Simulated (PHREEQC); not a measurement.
Make-up at 25 °C: 0.21 mol/kgw HCl, 0.18 mol/kgw MnSO4 and 0.0002 mol/kgw Na2SO4. Closed to the air; pH follows from the charge balance.

The numbers come from PHREEQC with the ion-association model, phreeqc.dat.

This is a speciation only: nothing precipitates in the calculation.

### Question
What pH, density, ionic strength does the model give?

### Answer
pH 1.07; density 1.024 g/cm³; ionic strength 0.533 mol/kgw.

### Question
In which forms is Cl present?

### Answer
Cl- 89 %, MnCl+ 10 %, MnCl2 0.6 % of the Cl.

Species that the database lacks are ignored.
